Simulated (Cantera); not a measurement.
A perfectly stirred reactor is fed with CO : H₂ : CH₄ : O₂ : N₂ : H₂O = 1 : 0.16 : 0.053 : 0.572 : 2.15 : 1.2 (molar parts), equivalence ratio 1.2, at 5.00 bar; it is adiabatic with a 398 K inlet, and is followed from long to short residence time, starting on the burning branch (τ in s: 0.036, 0.018, 0.0093, 0.0047, 0.0024, 0.0012, 0.00061, 0.00031, 0.00016, 7.9e-05, 4e-05, 2e-05, 1e-05).

Model: GRI-Mech 3.0 (53 species, 325 reactions), integrated in Cantera.

One state of this run: T (K) = 1841; x CO = 0.0525; x H₂ = 0.0152; x CH₄ = 6.27e-5; x H = 0.00278; x CH₂O = 6.06e-6; x N₂O = 1.64e-7. x: mole fraction; the columns are a selection and need not sum to one.

**Question.** Which value of τ (s) does it belong to?
A) 4.0e-5
B) 7.9e-5
C) 0.00016
D) 0.0047

**Answer.** C, 0.00016
